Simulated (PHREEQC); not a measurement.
Make-up at 14 °C: 0.12 mol/kgw HF, 0.0092 mol/kgw NH4F and 0.00023 mol/kgw H4SiO4. Closed to the air; pH follows from the charge balance.

Computed with PHREEQC (ion-association model, phreeqc.dat).

Each row changes one thing in this solution. This is a speciation only: nothing precipitates in the calculation.

```json
[
 {"case": "as made", "pH": "2.11", "ionic strength (mol/kgw)": "0.0181", "HF (mol/kgw)": "0.106", "F- (mol/kgw)": "0.0127", "HF2- (mol/kgw)": "0.00467", "NH3 (mol/kgw)": "2.62e-10"},
 {"case": "HF replaced by NH4HF2 at the same molality", "pH": "3.01", "ionic strength (mol/kgw)": "0.131", "HF (mol/kgw)": "0.0877", "F- (mol/kgw)": "0.0997", "HF2- (mol/kgw)": "0.0302", "NH3 (mol/kgw)": "2.35e-8"},
 {"case": "0.01 mol/kgw NH3 added", "pH": "2.30", "ionic strength (mol/kgw)": "0.0251", "HF (mol/kgw)": "0.0972", "F- (mol/kgw)": "0.0183", "HF2- (mol/kgw)": "0.00617", "NH3 (mol/kgw)": "8.17e-10"},
 {"case": "NH4F replaced by NH3 at the same molality", "pH": "2.14", "ionic strength (mol/kgw)": "0.0175", "HF (mol/kgw)": "0.0976", "F- (mol/kgw)": "0.0125", "HF2- (mol/kgw)": "0.00425", "NH3 (mol/kgw)": "2.81e-10"},
 {"case": "diluted 2-fold with water", "pH": "2.27", "ionic strength (mol/kgw)": "0.0106", "HF (mol/kgw)": "0.0521", "F- (mol/kgw)": "0.00871", "HF2- (mol/kgw)": "0.00157", "NH3 (mol/kgw)": "1.94e-10"},
 {"case": "H4SiO4 left out", "pH": "2.12", "ionic strength (mol/kgw)": "0.0177", "HF (mol/kgw)": "0.107", "F- (mol/kgw)": "0.0129", "HF2- (mol/kgw)": "0.00479", "NH3 (mol/kgw)": "2.65e-10"}
]
```

Species that the database lacks are ignored. At this temperature some constants are extrapolated from 25 °C, and those without enthalpy data are left unchanged. SiF6-2 is the database's only silicon fluoride.
